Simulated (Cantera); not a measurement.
A Cantera script and what it prints.

```python
import numpy as np
import cantera as ct

gas_names = """
    CL CL2 H HCL H2 N NH NH2 NH3 N2 N2H2 N2H4 Si SiCL SiCL2 SiCL3 SiCL4 SiH SiHCL3 SiH2 SiH2CL2 SiH3
    SiH3CL SiH4 SiN Si2 Si2N Si3
""".split()
cond_names = """
    NH4CL(a) NH4CL(b) Si(cr) Si(L) Si3N4(a)
""".split()


# ... load() reads the species with a 1 bar reference pressure and builds the phases ...
atoms = {
    'SiH2Cl2': {'Si': 1, 'H': 2, 'CL': 2},
    'HCl': {'H': 1, 'CL': 1},
    'N2': {'N': 2},
}
top_T = {'Si3N4(a)': 2400}  # K; cautious upper limits of use, not melting points


# ... equilibrate(T, P, feed) seeds the gas with the atoms and calls Mixture.equilibrate('TP', solver="vcs", rtol=1e-11, max_steps=5000) ...
results = []
feed = {'SiH2Cl2': 1, 'HCl': 0.025, 'N2': 19}  # mol
T = 1323  # K
P = 133.322  # Pa
mix = equilibrate(T, P, feed)
results.append((T, P, feed, dict(zip(mix.species_names, mix.species_moles))))
print(gas.report(threshold=0.0001))
for i in range(1, mix.n_phases):
    print(f"{mix.phase(i).name:16s} {mix.phase_moles(i):12.5e} mol")
```

Output:

```
       temperature   1323 K
          pressure   133.32 Pa
           density   0.00035443 kg/m^3
  mean mol. weight   29.243 kg/kmol
   phase of matter   gas

                          1 kg             1 kmol
                     ---------------   ---------------
          enthalpy        7.8338e+05        2.2909e+07  J
   internal energy        4.0722e+05        1.1909e+07  J
           entropy             10136         2.964e+05  J/K
    Gibbs function       -1.2626e+07       -3.6923e+08  J
 heat capacity c_p            1177.8             34442  J/K
 heat capacity c_v            893.46             26128  J/K

                      mass frac. Y      mole frac. X     chem. pot. / RT
                     ---------------   ---------------   ---------------
               HCL          0.088367           0.07088           -42.693
                H2        0.00096722           0.01403           -29.131
                N2           0.86561            0.9036           -32.356
             SiCL2          0.027342         0.0080777           -65.334
             SiCL3         0.0074022         0.0016102           -93.461
             SiCL4          0.010199         0.0017556           -121.59
     [  +22 minor]        0.00010845        4.4646e-05

Si(cr)            0.00000e+00 mol
Si3N4(a)          2.55160e-01 mol
```

Cantera equilibrium calculation (NASA polynomials, part measured and part estimated; ideal gas, pure solids and liquids). N2 is the only nitrogen source here; it is nearly inert below about 1500 K, so the nitride shown seldom forms there in practice. The tables' values for SiCl3 are old estimates; treat these amounts as uncertain.
